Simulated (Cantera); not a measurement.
Ignition delay

Mixture: CH4 : O2 : N2 = 1.5 : 4.26 : 16 (molar parts), at 3750 Torr, adiabatic and at constant volume. Ignition delay is the time to a rise of 400 K.

Detailed kinetics in Cantera: GRI-Mech 3.0 (53 species, 325 reactions).

```tsv
T0 (K)	delay (ms)
1050	67.4
1150	15.7
1250	4.27
1350	1.31
1450	0.451
1550	0.173
1650	0.0738
1750	0.0351
1850	0.0184
```

apparent activation energy between 1650 and 1850 K: 180 kJ/mol
